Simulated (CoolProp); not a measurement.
CF4 (R14) along the isotherm -111.45 °C: Z from the reference equation and from simpler models built on Tc = -45.8 °C, pc = 3.762 MPa, ω = 0.178; each cubic takes its own stable root.

Model: reference Helmholtz-energy equation of state, Platzer 1990, in CoolProp. This equation is an older, rougher fit; its heat capacities, sound speeds and derivatives of the liquid may be far off and weren't checked against measurements.

| p (MPa) | phase | reference | van der Waals | Redlich-Kwong | Soave-Redlich-Kwong | Peng-Robinson |
|---|---|---|---|---|---|---|
| 0.209 | gas | 0.9458 | … | 0.9489 | 0.9455 | 0.9428 |
| 0.418 | liquid | 0.01810 | 0.9210 | 0.01910 | 0.01860 | 0.01642 |
| 0.627 | liquid | 0.02713 | 0.8759 | 0.02861 | 0.02786 | 0.02460 |
| 0.836 | liquid | 0.03615 | 0.05527 | 0.03809 | 0.03711 | 0.03277 |
| 1.05 | liquid | … | 0.06922 | 0.04777 | 0.04655 | 0.04112 |
| 1.25 | liquid | … | 0.08219 | 0.05680 | 0.05535 | 0.04890 |
| 1.46 | liquid | 0.06299 | 0.09575 | 0.06624 | 0.06458 | 0.05706 |
| 1.67 | liquid | … | … | 0.07567 | 0.07379 | 0.06520 |
| 1.88 | liquid | 0.08100 | 0.1227 | 0.08506 | 0.08297 | … |

Q: Complete the blanks.

A: 
- 0.209, van der Waals: 0.9621
- 1.05, reference: 0.04537
- 1.25, reference: 0.05397
- 1.67, reference: 0.07200
- 1.67, van der Waals: 0.1092
- 1.88, Peng-Robinson: 0.07333

At some of these states van der Waals gives the other phase, because its saturation line lies elsewhere.
